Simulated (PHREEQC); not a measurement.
Solution (75 °C): 0.23 mol CdSO4, 1.3 mol HBr and 0.0072 mol Mn(NO3)2 per kg of water. Closed to the air; pH follows from the charge balance.

Model: ion-association model, phreeqc.dat, run in PHREEQC.

Each row changes one thing in this solution. This is a speciation only: nothing precipitates in the calculation.

```json
[
 {"case": "as made", "pH": "0.11", "ionic strength (mol/kgw)": "1.19", "SO4-2 (mol/kgw)": "0.00555", "Cd+2 (mol/kgw)": "0.00261", "CdSO4 (mol/kgw)": "0.000213", "Cd(SO4)2-2 (mol/kgw)": "3.77e-6"},
 {"case": "temperature from 75 to 70 °C", "pH": "0.11", "ionic strength (mol/kgw)": "1.19", "SO4-2 (mol/kgw)": "0.00624", "Cd+2 (mol/kgw)": "0.00254", "CdSO4 (mol/kgw)": "0.000235", "Cd(SO4)2-2 (mol/kgw)": "4.81e-6"},
 {"case": "temperature from 75 to 80 °C", "pH": "0.11", "ionic strength (mol/kgw)": "1.19", "SO4-2 (mol/kgw)": "0.00493", "Cd+2 (mol/kgw)": "0.00268", "CdSO4 (mol/kgw)": "0.000193", "Cd(SO4)2-2 (mol/kgw)": "2.94e-6"},
 {"case": "diluted 10-fold with water", "pH": "1.06", "ionic strength (mol/kgw)": "0.138", "SO4-2 (mol/kgw)": "0.00172", "Cd+2 (mol/kgw)": "0.00379", "CdSO4 (mol/kgw)": "0.000217", "Cd(SO4)2-2 (mol/kgw)": "3.23e-6"},
 {"case": "diluted 5-fold with water", "pH": "0.78", "ionic strength (mol/kgw)": "0.263", "SO4-2 (mol/kgw)": "0.00230", "Cd+2 (mol/kgw)": "0.00452", "CdSO4 (mol/kgw)": "0.000221", "Cd(SO4)2-2 (mol/kgw)": "4.11e-6"},
 {"case": "Mn(NO3)2 left out", "pH": "0.11", "ionic strength (mol/kgw)": "1.17", "SO4-2 (mol/kgw)": "0.00548", "Cd+2 (mol/kgw)": "0.00264", "CdSO4 (mol/kgw)": "0.000211", "Cd(SO4)2-2 (mol/kgw)": "3.78e-6"},
 {"case": "HBr left out", "pH": "5.33", "ionic strength (mol/kgw)": "0.402", "SO4-2 (mol/kgw)": "0.0567", "Cd+2 (mol/kgw)": "0.0984", "CdSO4 (mol/kgw)": "0.0930", "Cd(SO4)2-2 (mol/kgw)": "0.0384"},
 {"case": "CdSO4 from 0.23 to 0.115 mol/kgw", "pH": "0.07", "ionic strength (mol/kgw)": "1.25", "SO4-2 (mol/kgw)": "0.00262", "Cd+2 (mol/kgw)": "0.000937", "CdSO4 (mol/kgw)": "3.70e-5", "Cd(SO4)2-2 (mol/kgw)": "2.88e-7"}
]
```

The ionic strength passes 0.7 mol/kgw, the rough limit of the ion-association models, in as made; temperature from 75 to 70 °C; temperature from 75 to 80 °C; Mn(NO3)2 left out; CdSO4 from 0.23 to 0.115 mol/kgw. Species that the database lacks are ignored. At this temperature some constants are extrapolated from 25 °C, and those without enthalpy data are left unchanged.
